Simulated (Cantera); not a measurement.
Mixture: 11.8 % CO, 2.49 % H2, 9.95 % O2, 56.8 % N2, 19.0 % H2O, at 3750 Torr, adiabatic and at constant volume. Ignition delay is the time to a rise of 400 K.

Model: GRI-Mech 3.0 (53 species, 325 reactions), integrated in Cantera. The hydrogen kinetics of GRI-Mech 3.0 are dated; newer H2 mechanisms differ, most at raised pressure. Where the delays flatten at high temperature, the 400 K rule measures the pace of heat release, not the induction time.

**Question.** Predict: delay at 1323 K; delay at 1398 K; delay at 1473 K; delay at 1548 K; delay at 1623 K; delay at 1698 K.

**Answer.** 
- delay at 1323 K: 41.4 µs
- delay at 1398 K: 22.2 µs
- delay at 1473 K: 15.0 µs
- delay at 1548 K: 11.4 µs
- delay at 1623 K: 9.39 µs
- delay at 1698 K: 8.11 µs
